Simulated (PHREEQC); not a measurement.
# Buffer (model solution)

Consider water at 25 °C with 110 mmol/kgw KHCO3, 85 mmol/kgw KOH and 3.1 mmol/kgw KCl. Closed to the air; pH follows from the charge balance.

Computed with PHREEQC (ion-association model, phreeqc.dat).

```yaml
pH: 10.43
ionic_strength: 0.283 mol/kgw
specific_conductance: 19300 µS/cm
density: 1.009 g/cm³
total_alkalinity: 195 meq/kg
```

```json
[
 {"species": "K+", "molality": "0.198", "activity": "0.136", "log γ": "-0.164"},
 {"species": "CO3-2", "molality": "0.0846", "activity": "0.0234", "log γ": "-0.558"},
 {"species": "HCO3-", "molality": "0.0254", "activity": "0.0184", "log γ": "-0.140"},
 {"species": "Cl-", "molality": "0.00310", "activity": "0.00214", "log γ": "-0.161"},
 {"species": "OH-", "molality": "0.000402", "activity": "0.000273", "log γ": "-0.168"},
 {"species": "CO2", "molality": "1.44e-6", "activity": "1.54e-6", "log γ": "0.028"}
]
```

No solid was allowed to form.
